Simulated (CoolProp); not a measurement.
Vapour pressure (MPa) of ammonia: the reference equation beside estimates from Tc = 132.4 °C, pc = 11.36 MPa, ω = 0.256.

Computed with CoolProp (reference Helmholtz-energy equation of state, Gao 2020).

| T (°C) | reference | van der Waals | Peng-Robinson |
|---|---|---|---|
| -40.25 | 0.07068 | 0.7628 | 0.06976 |
| -37.65 | 0.08113 | 0.8150 | 0.08012 |
| -35.05 | 0.09280 | 0.8697 | 0.09171 |
| -32.45 | 0.1058 | 0.9267 | 0.1046 |
| -29.85 | 0.1202 | 0.9863 | 0.1190 |
| -27.25 | 0.1362 | 1.048 | 0.1349 |
| -24.65 | 0.1539 | 1.113 | 0.1524 |
| -22.05 | 0.1733 | 1.181 | 0.1718 |
| -19.45 | 0.1947 | 1.251 | 0.1930 |
| -16.85 | 0.2181 | 1.324 | 0.2163 |
| -14.25 | 0.2437 | 1.399 | 0.2418 |
| -11.65 | 0.2716 | 1.478 | 0.2696 |

Absolute difference from the reference over all 12 rows, mean and median: van der Waals 671.6 and 646.3 %, Peng-Robinson 1.0 and 1.0 %.
